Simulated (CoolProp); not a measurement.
A single-stage vapour-compression cycle with R143a: evaporating at 241.15 K (dew point), condensing at 276.15 K (bubble point), superheat 2 K, subcooling 0 K, compressor efficiency 0.6, no pressure losses. Each further row changes one setting.

Model: reference Helmholtz-energy equation of state, Lemmon and Jacobsen 2000, in CoolProp.

| case | cooling COP | pressure ratio | discharge temperature (K) | refrigerating effect (kJ/kg) | volumetric capacity (kJ/m³) |
|---|---|---|---|---|---|
| as stated | 3.48 | 3.43 | 304.0 | 167 | 1490 |
| evaporating temperature 246.15 K | ___ | ___ | 299.5 | 170 | 1830 |
| condensing temperature 271.15 K | ___ | 2.94 | 296.2 | 175 | 1550 |
| subcooling 5 K | ___ | 3.43 | 304.0 | 175 | 1550 |
| superheat 12 K | 3.48 | 3.43 | ___ | 176 | 1490 |
| compressor efficiency 0.5 | ___ | 3.43 | ___ | 167 | 1490 |

### Question
Some entries are withheld; supply them.

### Answer

- evaporating temperature 246.15 K, cooling COP: 4.24
- evaporating temperature 246.15 K, pressure ratio: 2.81
- condensing temperature 271.15 K, cooling COP: 4.18
- subcooling 5 K, cooling COP: 3.64
- superheat 12 K, discharge temperature (K): 315.0
- compressor efficiency 0.5, cooling COP: 2.90
- compressor efficiency 0.5, discharge temperature (K): 312.9
